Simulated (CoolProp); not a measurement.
A simple Rankine cycle with water: condensing at 315.15 K, boiler at 5.12 MPa, turbine inlet 578.5 K, turbine efficiency 0.85, pump efficiency 0.6, no recuperator. Each further row changes one setting.

Values from CoolProp's reference Helmholtz-energy equation of state, Wagner 2002.

| case | thermal efficiency (%) | net work (kJ/kg) | heat in (kJ/kg) | turbine exit temperature (K) | volume ratio over the turbine |
|---|---|---|---|---|---|
| as stated | 30.2 | 833 | 2750 | 315.1 | 315 |
| turbine inlet 598.5 K | 30.4 | 856 | 2810 | 315.1 | 303 |
| condensing temperature 307.15 K | 31.3 | 871 | 2790 | 307.1 | 469 |
| boiler pressure 3.58 MPa | 29.1 | 816 | 2810 | 315.1 | 217 |
| turbine efficiency 0.75 | 26.6 | 734 | 2750 | 315.1 | 331 |

The expansion ends wet for: as stated; turbine inlet 598.5 K; condensing temperature 307.15 K; boiler pressure 3.58 MPa; turbine efficiency 0.75.
